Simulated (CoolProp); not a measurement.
R236EA along the isobar 6 MPa: Z from the reference equation and from simpler models built on Tc = 412.4 K, pc = 3.414 MPa, ω = 0.368; each cubic takes its own stable root.

Model: reference Helmholtz-energy equation of state, Rui 2013, in CoolProp.

| T (K) | phase | reference |
|---|---|---|
| 302 | liquid | 0.2528 |
| 309.3 | liquid | 0.2507 |
| 316.7 | liquid | 0.2488 |
| 324 | liquid | 0.2473 |
| 331.3 | liquid | 0.2461 |
| 338.7 | liquid | 0.2452 |
| 346 | liquid | 0.2448 |
| 353.3 | liquid | 0.2447 |
| 360.7 | liquid | 0.2451 |
| 368 | liquid | 0.2460 |
| 375.3 | liquid | 0.2474 |
| 382.7 | liquid | 0.2497 |
| 390 | liquid | 0.2528 |
| 397.3 | liquid | 0.2570 |
| 404.7 | liquid | 0.2630 |
| 412 | liquid | 0.2710 |

Question: How far does each simpler model (Redlich-Kwong, Peng-Robinson) lie from the reference over these 16 states: mean and median of the absolute difference, and the worst?

Answer: 
- Redlich-Kwong: mean 16.0 %, median 16.0 %, worst +17.8 % at 404.7 K and 6 MPa
- Peng-Robinson: mean 2.6 %, median 2.8 %, worst +5.7 % at 412 K and 6 MPa
